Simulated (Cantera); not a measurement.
Feed: 1 mol SiF4, 1.3 mol H2O, 0.92 mol H2, equilibrated at 1025 K and 22.0 Pa.

These are equilibrium values from Cantera (NASA tables, ideal gas, pure condensed phases), not measurements of a reactor. Candidate condensed phases: H2O, Si, SiO2; 38 gas species. Equilibrium is a limit: real reactors are often held back by kinetics, nucleation or transport.

Problem. What is the equilibrium state?

Solution. 
```
Property                              Value
--------------------------------  ---------
x(HF)                                 0.619
x(H2)                                 0.241
x(SiF4)                               0.108
x(H2O)                               0.0316
n(SiO2(β-quartz))                 0.590 mol
gas amount                        3.810 mol
log10 activity of Si(s) (absent)     -15.74
```
